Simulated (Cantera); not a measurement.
## Nitride etching: AlN + H₂O + H₂

Feed: 1 mol AlN, a varied amount of H₂O, 87 mol H₂, held at 1250 K and 28000 Pa.

Method: chemical equilibrium by Gibbs-energy minimisation in Cantera with the NASA 1993 tables (ideal gas, pure condensed phases). Candidate condensed phases: Al, AlN, Al₂O₃, H₂O; 35 gas species. Mutual solubility and eutectic melting of coexisting phases are not modelled. Rates play no part.

From 0.38 mol H₂O to 1.4 mol H₂O the condensed part is AlN(s) + Al₂O₃(s). From 1.6 mol H₂O to 1.8 mol H₂O the condensed part is Al₂O₃(s).

```json
[
 {"n(H₂O) (mol)": "0.38", "x H₂": "0.999", "x N₂": "0.00145", "x H₂O": "4.02e-7", "x NH₃": "1.62e-6", "x H": "9.13e-7", "n AlN(s)": "0.747", "n Al₂O₃(s)": "0.127"},
 {"n(H₂O) (mol)": "0.59", "x H₂": "0.998", "x N₂": "0.00224", "x H₂O": "4.65e-7", "x NH₃": "2.02e-6", "x H": "9.12e-7", "n AlN(s)": "0.607", "n Al₂O₃(s)": "0.197"},
 {"n(H₂O) (mol)": "0.79", "x H₂": "0.997", "x N₂": "0.00299", "x H₂O": "5.11e-7", "x NH₃": "2.33e-6", "x H": "9.12e-7", "n AlN(s)": "0.473", "n Al₂O₃(s)": "0.263"},
 {"n(H₂O) (mol)": "1", "x H₂": "0.996", "x N₂": "0.00377", "x H₂O": "5.52e-7", "x NH₃": "2.61e-6", "x H": "9.12e-7", "n AlN(s)": "0.333", "n Al₂O₃(s)": "0.333"},
 {"n(H₂O) (mol)": "1.2", "x H₂": "0.995", "x N₂": "0.00451", "x H₂O": "5.86e-7", "x NH₃": "2.85e-6", "x H": "9.11e-7", "n AlN(s)": "0.200", "n Al₂O₃(s)": "0.400"},
 {"n(H₂O) (mol)": "1.4", "x H₂": "0.995", "x N₂": "0.00525", "x H₂O": "6.16e-7", "x NH₃": "3.07e-6", "x H": "9.11e-7", "n AlN(s)": "0.0667", "n Al₂O₃(s)": "0.467"},
 {"n(H₂O) (mol)": "1.6", "x H₂": "0.993", "x N₂": "0.00561", "x H₂O": "0.00112", "x NH₃": "3.17e-6", "x H": "9.10e-7", "n AlN(s)": "0", "n Al₂O₃(s)": "0.500"},
 {"n(H₂O) (mol)": "1.8", "x H₂": "0.991", "x N₂": "0.00560", "x H₂O": "0.00336", "x NH₃": "3.16e-6", "x H": "9.09e-7", "n AlN(s)": "0", "n Al₂O₃(s)": "0.500"}
]
```
x: gas mole fraction; n: condensed amount in mol.
